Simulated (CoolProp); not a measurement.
The fluid at 230.43 K and 5.34 MPa is compressed adiabatically to 19.6 MPa with isentropic efficiency 0.7. The same conditions are run with several fluids, on thermodynamics alone (safety and materials aside).

The numbers come from the reference Helmholtz-energy equation of state of each fluid (methane: Setzmann 1991; CF4 (R14): Platzer 1990; dry air: Lemmon 2000; oxygen: Schmidt 1985; normal hydrogen: Leachman 2009) in CoolProp. The equations of Platzer and Polt are older, rougher fits. Blends and air are pseudo-pure fits.

| fluid | work (kJ/kg) | final temperature (K) | final density (kg/m³) |
|---|---|---|---|
| methane | 211 | 341.7 | 122 |
| CF4 (R14) | 19.2 | 257.4 | 1100 |
| dry air | 148 | 376.4 | 170 |
| oxygen | 128 | 373.2 | 199 |
| normal hydrogen | 2300 | 383.3 | 11.3 |

Above 300 K oxygen's equation is extrapolated.
